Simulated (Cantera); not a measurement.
Cantera run, input and output.

```python
import numpy as np
import cantera as ct

gas = ct.Solution("gri30.yaml")


def delay(T, t_max=10):
    gas.TPX = T, 3300000, {'CH4': 1.6, 'O2': 1.18, 'N2': 4.94}
    reactor = ct.IdealGasConstPressureReactor(gas, clone=False)
    net = ct.ReactorNet([reactor])
    net.rtol, net.atol = 1e-8, 1e-16
    while net.time < t_max:
        t_old, T_old = net.time, reactor.T
        net.step()
        if reactor.T > T + 400:  # ignition: a rise of 400 K
            return t_old + (T + 400 - T_old) / (reactor.T - T_old) * (net.time - t_old)
    return np.nan


taus = []
for T in [1273, 1323, 1373, 1423, 1473, 1523]:
    taus.append(delay(T))
    print(f"T0 = {T:6g} K   tau = {taus[-1]:.4e} s")
```

Result:

```
T0 =   1273 K   tau = 9.8440e-04 s
T0 =   1323 K   tau = 5.8695e-04 s
T0 =   1373 K   tau = 3.5803e-04 s
T0 =   1423 K   tau = 2.2245e-04 s
T0 =   1473 K   tau = 1.4028e-04 s
T0 =   1523 K   tau = 8.9561e-05 s
```

Detailed kinetics in Cantera: GRI-Mech 3.0 (53 species, 325 reactions). The pressure lies above the range GRI-Mech 3.0 was tuned for (to about 10 atm).
